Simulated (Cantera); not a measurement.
Input (Python, Cantera):

```python
import numpy as np
import cantera as ct

gas = ct.Solution("gri30.yaml")
gas.TPX = 1273, 1900, {'H2': 0.011, 'O2': 8.2}
reactor = ct.IdealGasConstPressureReactor(gas, energy="off", clone=False)
net = ct.ReactorNet([reactor])
net.rtol, net.atol = 1e-08, 1e-18
show = ['H2', 'O2', 'H2O2', 'H', 'O', 'HO2']
times = np.geomspace(0.0001, 6, 10)

steps = ct.SolutionArray(gas, extra=["t"])
rows = []
print(f"{'t/s':>10s}{'T/K':>9s}{'P/Pa':>11s}" + "".join(f"{s:>11s}" for s in show))
for t in times:
    while net.time < t:
        t_next = net.step()
        steps.append(gas.state, t=t_next)
    rows.append([np.interp(t, steps.t, y) for y in (steps.T, steps.P, *steps(*show).X.T)])
    print(f"{t:10.3e}{rows[-1][0]:9.1f}{rows[-1][1]:11.4g}" + "".join(f"{x:11.3e}" for x in rows[-1][2:]))
rate = np.gradient(steps.T, steps.t)
print("integrator steps:", len(steps.t))
if steps.T.max() > steps.T[0] + 200:
    print(f"time of steepest temperature rise: {steps.t[rate.argmax()]:.4e} s")
gas.TPX = 1273, 1900, {'H2': 0.011, 'O2': 8.2}
gas.equilibrate("TP")
print(f"equilibrium (TP): T = {gas.T:.1f} K  " + "  ".join(f"{s} {gas[s].X[0]:.3e}" for s in show))
```

Result:

```
       t/s      T/K       P/Pa         H2         O2       H2O2          H          O        HO2
 1.000e-04   1273.0       1900  1.340e-03  9.987e-01  9.031e-15  1.431e-10  5.129e-10  6.441e-10
 3.396e-04   1273.0       1900  1.340e-03  9.987e-01  1.021e-13  1.738e-10  2.225e-09  2.187e-09
 1.153e-03   1273.0       1900  1.340e-03  9.987e-01  1.102e-12  3.020e-10  1.020e-08  7.424e-09
 3.915e-03   1273.0       1900  1.340e-03  9.987e-01  1.030e-11  1.388e-09  8.372e-08  2.522e-08
 1.329e-02   1273.0       1900  1.326e-03  9.986e-01  8.542e-11  1.406e-07  9.604e-06  9.981e-08
 4.514e-02   1273.0       1900  3.303e-06  9.974e-01  2.956e-09  7.566e-06  1.202e-03  1.455e-07
 1.533e-01   1273.0       1900  7.003e-07  9.975e-01  2.409e-09  5.903e-06  1.081e-03  1.269e-07
 5.204e-01   1273.0       1900  5.003e-07  9.978e-01  2.117e-09  3.539e-06  7.666e-04  1.054e-07
 1.767e+00   1273.0       1900  2.152e-07  9.983e-01  1.396e-09  9.875e-07  3.257e-04  6.494e-08
 6.000e+00   1273.0       1900  4.712e-08  9.986e-01  4.921e-10  1.005e-07  7.063e-05  2.517e-08
integrator steps: 888
equilibrium (TP): T = 1273.0 K  H2 5.205e-10  O2 9.987e-01  H2O2 8.189e-12  H 1.188e-10  O 7.848e-07  HO2 3.989e-09
```

Model: GRI-Mech 3.0 (53 species, 325 reactions), integrated in Cantera. Radical loss at walls, strong at low pressure, is not modelled.
